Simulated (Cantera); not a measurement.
Charge: 1 mol PbO, 2.2 mol CH4, 3.5 mol H2, at 1.00 bar.

Equilibrium computed with Cantera from the NASA thermochemical tables; the gas is ideal and each condensed phase is pure. Candidate condensed phases: C, C6H6, C7H8, C8H18, H2O, Pb, PbO, PbO2, Pb3O4; 113 gas species. The numbers say what is thermodynamically allowed, not how fast it happens.

Problem. What share of the Pb ends up in condensed phases as a function of T (°C), at 775, 875, 975, 1075, 1175, 1275, 1375, 1475, 1575, 1675, 1775, 1875, 1975?

Solution. 
```
T (°C)  Pb condensed (%)     as
------  ----------------  -----
775                100.0  Pb(l)
875                 99.8  Pb(l)
975                 98.9  Pb(l)
1075                95.7  Pb(l)
1175                86.8  Pb(l)
1275                64.4  Pb(l)
1375                12.1  Pb(l)
1475                 0.0      -
1575                 0.0      -
1675                 0.0      -
1775                 0.0      -
1875                 0.0      -
1975                 0.0      -
```
